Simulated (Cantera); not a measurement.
Input: 1 mol B, a varied amount of H₂O, 0.17 mol N₂, equilibrated at 1527 °C and 9.00 Torr.

Cantera equilibrium calculation (NASA polynomials, part measured and part estimated; ideal gas, pure solids and liquids). Candidate condensed phases: B, BN, B₂O₃, B₃O₃H₃, H₂O; 39 gas species. Mutual solubility and eutectic melting of coexisting phases are not modelled. The tables' values for BH₂ are old estimates; treat these amounts as uncertain. Equilibrium is a limit: real reactors are often held back by kinetics, nucleation or transport.

x: gas mole fraction; n: condensed amount in mol.

```json
[
 {"n(H₂O) (mol)": "0.23", "x H₂": "0.583", "x HBO₂": "0.00355", "x B₂O₂": "0.194", "x HBO": "0.173", "x B₂O₃": "0.0302", "x N₂": "0.000355", "x H₂O": "3.08e-5", "x BO": "0.0132", "n B(s)": "0.442", "n BN(s)": "0.340"},
 {"n(H₂O) (mol)": "0.43", "x H₂": "0.583", "x HBO₂": "0.00355", "x B₂O₂": "0.194", "x HBO": "0.173", "x B₂O₃": "0.0302", "x N₂": "0.000355", "x H₂O": "3.08e-5", "x BO": "0.0132", "n B(s)": "[?]", "n BN(s)": "0.340"},
 {"n(H₂O) (mol)": "0.62", "x H₂": "0.583", "x HBO₂": "0.00355", "x B₂O₂": "0.194", "x HBO": "0.173", "x B₂O₃": "0.0302", "x N₂": "0.000355", "x H₂O": "3.08e-5", "x BO": "0.0132", "n B(s)": "0.0716", "n BN(s)": "0.339"},
 {"n(H₂O) (mol)": "0.82", "x H₂": "0.611", "x HBO₂": "0.0141", "x B₂O₂": "0.119", "x HBO": "0.138", "x B₂O₃": "0.0914", "x N₂": "0.0143", "x H₂O": "0.000160", "x BO": "0.0103", "n B(s)": "0", "n BN(s)": "0.306"},
 {"n(H₂O) (mol)": "1", "x H₂": "0.602", "x HBO₂": "0.0195", "x B₂O₂": "0.0886", "x HBO": "0.118", "x B₂O₃": "0.110", "x N₂": "0.0497", "x H₂O": "0.000254", "x BO": "0.00889", "n B(s)": "0", "n BN(s)": "0.192"},
 {"n(H₂O) (mol)": "1.2", "x H₂": "0.588", "x HBO₂": "0.0213", "x B₂O₂": "0.0772", "x HBO": "0.109", "x B₂O₃": "0.113", "x N₂": "0.0799", "x H₂O": "0.000294", "x BO": "0.00830", "n B(s)": "0", "n BN(s)": "0.0471"},
 {"n(H₂O) (mol)": "1.4", "x H₂": "0.613", "x HBO₂": "[?]", "x B₂O₂": "[?]", "x HBO": "[?]", "x B₂O₃": "0.148", "x N₂": "0.0818", "x H₂O": "[?]", "x BO": "[?]", "n B(s)": "0", "n BN(s)": "0"},
 {"n(H₂O) (mol)": "1.6", "x H₂": "0.625", "x HBO₂": "0.113", "x B₂O₂": "0.00462", "x HBO": "0.0276", "x B₂O₃": "0.144", "x N₂": "0.0747", "x H₂O": "0.00660", "x BO": "0.00203", "n B(s)": "0", "n BN(s)": "0"},
 {"n(H₂O) (mol)": "1.8", "x H₂": "0.594", "x HBO₂": "0.197", "x B₂O₂": "0.000677", "x HBO": "0.0103", "x B₂O₃": "0.0976", "x N₂": "0.0687", "x H₂O": "0.0291", "x BO": "0.000777", "n B(s)": "0", "n BN(s)": "0"}
]
```

Problem. Complete the blanks.

Solution. 
- 1.4, x HBO₂: 0.0438
- 1.4, x B₂O₂: 0.0322
- 1.4, x HBO: 0.0721
- 1.4, x H₂O: 0.000957
- 1.4, x BO: 0.00536
- 0.43, n B(s): 0.252
